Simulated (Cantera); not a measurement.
Cantera run:

```python
import numpy as np
import cantera as ct

gas_names = [...]  # 136 gases of nasa_gas.yaml made of C, H, N, O
cond_names = """
    C(gr) C6H6(L) C7H8(L) C8H18(L),n-octa H2O(s) H2O(L)
""".split()


# ... load() reads the species with a 1 bar reference pressure and builds the phases ...
atoms = {
    'n-butane': {'C': 4, 'H': 10},
    'H2O': {'H': 2, 'O': 1},
    'N2': {'N': 2},
}
top_T = {'C(gr)': 4500}  # K; cautious upper limits of use, not melting points


# ... equilibrate(T, P, feed) seeds the gas with the atoms and calls Mixture.equilibrate('TP', solver="vcs", rtol=1e-11, max_steps=5000) ...
results = []
feed = {'n-butane': 1, 'H2O': 3.9, 'N2': 5.2}  # mol
P = 13332.2  # Pa
for T in [725, 825, 925, 1025, 1125, 1225, 1325, 1425, 1525, 1625, 1725]:
    mix = equilibrate(T, P, feed)
    results.append((T, P, feed, dict(zip(mix.species_names, mix.species_moles))))

top = {s: max(r[3][s] / sum(r[3][g] for g in gas_names) for r in results) for s in gas_names}
cols = sorted((s for s in top if top[s] > 0.001), key=lambda s: -top[s])[:8]
seen = [c for c in cond_names if any(r[3].get(c, 0) > 1e-12 for r in results)]
print("log10 of partial pressures in bar; condensed amounts in mol")
print(f"{'T/K':>10s}" + "".join(f"{s[:9]:>10s}" for s in cols + seen))
for T, P, feed, n in results:
    ng = sum(n[g] for g in gas_names)
    print(f"{T:10.4g}" + "".join(f"{np.log10(max(n[s] / ng * P / 1e5, 1e-99)):10.3f}" for s in cols)
          + "".join(f"{n.get(c, 0):10.4g}" for c in seen))
```

Result:

```
log10 of partial pressures in bar; condensed amounts in mol
       T/K        H2        N2        CO       H2O       CH4       CO2       HCN     C(gr)
       725    -1.352    -1.307    -2.641    -1.709    -1.993    -2.121    -9.262     1.889
       825    -1.224    -1.359    -1.932    -2.055    -2.492    -2.210    -8.055     1.496
       925    -1.192    -1.398    -1.617    -2.637    -3.029    -2.756    -7.145    0.5065
      1025    -1.185    -1.411    -1.551    -3.313    -3.503    -3.566    -6.413    0.1595
      1125    -1.182    -1.413    -1.542    -3.916    -3.905    -4.316    -5.811    0.1059
      1225    -1.182    -1.414    -1.540    -4.428    -4.245    -4.953    -5.308   0.09819
      1325    -1.181    -1.414    -1.539    -4.864    -4.536    -5.492    -4.881   0.09654
      1425    -1.181    -1.414    -1.539    -5.238    -4.786    -5.953    -4.516   0.09449
      1525    -1.181    -1.415    -1.539    -5.563    -5.004    -6.351    -4.199   0.09017
      1625    -1.182    -1.415    -1.539    -5.847    -5.196    -6.697    -3.921   0.08213
      1725    -1.182    -1.416    -1.539    -6.098    -5.365    -7.001    -3.676   0.06854
```

Equilibrium computed with Cantera from the NASA thermochemical tables; the gas is ideal and each condensed phase is pure.
